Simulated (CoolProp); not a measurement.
Vapour-liquid equilibrium of propane (1) + isohexane (2) at 0.186 MPa; x and y are mole fractions of (1).

The numbers come from the multi-fluid Helmholtz-energy mixture model, Lemmon 2009 and Lemmon 2006; pair parameters Bell 2016 in CoolProp.

```csv
x,bubble temperature (°C),y at the bubble point,dew temperature at overall composition x (°C),liquid density (mol/L)
0.05,60.3,0.463,78.8,7.267
0.125,37.2,0.770,75.9,7.754
0.2,21.7,…,72.9,8.178
0.275,10.9,0.934,69.6,8.570
0.35,2.9,0.959,66.1,8.951
0.425,-3.2,0.973,62.3,9.333
0.5,-8.1,0.982,58.1,9.721
0.575,-12.2,0.987,53.4,10.12
0.65,…,…,…,10.54
0.725,-18.7,0.994,41.7,10.98
0.8,…,…,33.9,11.43
0.875,-23.7,0.998,23.4,11.91
0.95,…,0.999,6.1,12.42
```

Task: Some entries are withheld; supply them.

Result: 
- 0.2, y at the bubble point: 0.885
- 0.65, bubble temperature (°C): -15.7
- 0.65, y at the bubble point: 0.991
- 0.65, dew temperature at overall composition x (°C): 48.0
- 0.8, bubble temperature (°C): -21.3
- 0.8, y at the bubble point: 0.996
- 0.95, bubble temperature (°C): -26.0

No azeotrope shows between x = 0.05 and 0.95.

Pair parameters are fitted to limited data, so mixtures are less certain than the pure fluids.
